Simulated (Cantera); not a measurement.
A perfectly stirred reactor is fed with H2 : O2 : N2 : H2O = 1 : 0.694 : 5.35 : 0.38 (molar parts), equivalence ratio 0.72, at 4.93 atm; it is adiabatic with a 800 K inlet, and is followed from long to short residence time, starting on the burning branch (τ in s: 0.34, 0.13, 0.049, 0.019, 0.0072, 0.0027, 0.001, 0.0004, 0.00015, 5.9e-05, 2.2e-05, 8.6e-06).

Cantera simulation using GRI-Mech 3.0 (53 species, 325 reactions); the numbers are that mechanism's predictions, not measurements. The hydrogen kinetics of GRI-Mech 3.0 are dated; newer H2 mechanisms differ, most at raised pressure.

x: mole fraction; the columns are a selection and need not sum to one.

```csv
τ (s),T (K),x H2,x O2,x H2O,x O,x N2O
0.34,1783,4.62e-5,0.0279,0.199,1.13e-5,[?]
0.13,1783,7.32e-5,0.0279,0.199,1.58e-5,[?]
0.049,1782,0.000128,0.0279,0.199,2.52e-5,[?]
0.019,1780,0.000231,0.0279,0.199,4.29e-5,[?]
0.0072,1777,0.000428,0.0279,0.198,7.71e-5,[?]
0.0027,1772,0.000802,0.0280,0.198,0.000143,1.18e-6
0.0010,1764,0.00151,0.0281,0.196,0.000270,1.12e-6
0.00040,1750,0.00266,0.0285,0.195,0.000481,[?]
0.00015,1724,0.00480,0.0293,0.191,0.000871,[?]
5.9e-5,1683,0.00819,0.0308,0.187,0.00145,[?]
2.2e-5,1612,0.0144,0.0338,0.178,0.00223,[?]
8.6e-6,1492,0.0279,0.0410,0.161,0.00256,[?]
```

Problem. Some entries are withheld; supply them.

Solution. 
- 0.34, x N2O: 2.54e-7
- 0.13, x N2O: 3.45e-7
- 0.049, x N2O: 5.14e-7
- 0.019, x N2O: 7.59e-7
- 0.0072, x N2O: 1.03e-6
- 0.00040, x N2O: 9.61e-7
- 0.00015, x N2O: 7.61e-7
- 5.9e-5, x N2O: 5.88e-7
- 2.2e-5, x N2O: 4.25e-7
- 8.6e-6, x N2O: 2.55e-7
